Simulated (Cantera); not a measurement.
**Low-pressure radical oxidation in H2/O2**

A perfectly stirred reactor is fed with H2 : O2 : N2 = 0.076 : 1 : 0.12 (molar parts), at 1600 Pa; it is held at 1250 K, and followed from long to short residence time.

Cantera simulation using GRI-Mech 3.0 (53 species, 325 reactions); the numbers are that mechanism's predictions, not measurements. Radical loss at walls, strong at low pressure, is not modelled. The temperature is held fixed by assumption; the heat of reaction is taken as removed at once.

```
τ (s)       x H2   x O2      x OH   x H2O2     x NO       x H
------  --------  -----  --------  -------  -------  --------
5.8      6.45e-5  0.829  0.000803  5.16e-8  3.10e-8   4.47e-5
2.6     0.000107  0.829   0.00105  6.46e-8  3.10e-8   9.88e-5
1.2     0.000172  0.828   0.00135  7.81e-8  3.60e-8  0.000210
0.52    0.000286  0.826   0.00176  9.33e-8  4.82e-8  0.000467
0.23    0.000463  0.823   0.00226  1.07e-7  6.72e-8  0.000987
0.10    0.000744  0.818   0.00288  1.19e-7  9.09e-8   0.00201
0.047    0.00112  0.812   0.00350  1.28e-7  1.07e-7   0.00357
0.021    0.00170  0.806   0.00419  1.36e-7  1.06e-7   0.00589
0.0094   0.00260  0.800   0.00487  1.48e-7  8.29e-8   0.00849
0.0042   0.00415  0.796   0.00560  1.68e-7  5.07e-8    0.0108
0.0019   0.00705  0.796   0.00641  2.01e-7  2.55e-8    0.0124
```
x: mole fraction; the columns are a selection and need not sum to one.
